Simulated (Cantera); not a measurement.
# Equilibrium for metals in furnace atmospheres: Ti + O2 + CO

Charge: 1 mol Ti, 0.0011 mol O2, 3.4 mol CO, held at 1 atm.

Method: chemical equilibrium by Gibbs-energy minimisation in Cantera with the NASA 1993 tables (ideal gas, pure condensed phases). Candidate condensed phases: C, Ti, TiC, TiO, TiO2, Ti2O3, Ti3O5, Ti4O7; 15 gas species. Mutual solubility and eutectic melting of coexisting phases are not modelled. TiC: taken at fixed stoichiometry. Condensed phases not in the tables: Magnéli phases beyond Ti4O7. The numbers say what is thermodynamically allowed, not how fast it happens.

At 1425 K the condensed part is C(graphite) + Ti4O7(s). From 1475 K to 1575 K the condensed part is C(graphite) + Ti3O5(s). At 1625 K the condensed part is TiC(s) + Ti3O5(s). From 1675 K to 1975 K the condensed part is TiC(s) + Ti2O3(s).

| T (K) | x CO | x CO2 | x TiO | x TiO2 | x Ti | n C(graphite) | n Ti4O7(s) | n Ti3O5(s) | n TiC(s) | n Ti2O3(s) |
|---|---|---|---|---|---|---|---|---|---|---|
| 1425 | 0.999 | 0.00135 | <1e-12 | <1e-12 | <1e-12 | 1.75 | 0.250 | 0 | 0 | 0 |
| 1475 | 0.999 | 0.000841 | <1e-12 | <1e-12 | <1e-12 | 1.67 | 0 | 0.333 | 0 | 0 |
| 1525 | 0.999 | 0.000541 | 1.27e-12 | 1.05e-12 | <1e-12 | 1.67 | 0 | 0.333 | 0 | 0 |
| 1575 | 1.000 | 0.000358 | 8.66e-12 | 3.88e-12 | <1e-12 | 1.67 | 0 | 0.333 | 0 | 0 |
| 1625 | 1.000 | 0.000275 | 4.82e-11 | 1.38e-11 | <1e-12 | 0 | 0 | 0.125 | 0.624 | 0 |
| 1675 | 1.000 | 0.000272 | 2.06e-10 | 4.89e-11 | <1e-12 | 0 | 0 | 0 | 0.599 | 0.200 |
| 1725 | 1.000 | 0.000266 | 7.89e-10 | 1.55e-10 | 3.41e-12 | 0 | 0 | 0 | 0.599 | 0.200 |
| 1775 | 1.000 | 0.000261 | 2.79e-9 | 4.58e-10 | 1.63e-11 | 0 | 0 | 0 | 0.599 | 0.200 |
| 1825 | 1.000 | 0.000255 | 9.19e-9 | 1.27e-9 | 7.17e-11 | 0 | 0 | 0 | 0.599 | 0.200 |
| 1875 | 1.000 | 0.000251 | 2.83e-8 | 3.34e-9 | 2.90e-10 | 0 | 0 | 0 | 0.599 | 0.200 |
| 1925 | 1.000 | 0.000246 | 8.22e-8 | 8.32e-9 | 1.09e-9 | 0 | 0 | 0 | 0.599 | 0.200 |
| 1975 | 1.000 | 0.000242 | 2.26e-7 | 1.97e-8 | 3.82e-9 | 0 | 0 | 0 | 0.599 | 0.200 |
x: gas mole fraction; n: condensed amount in mol.
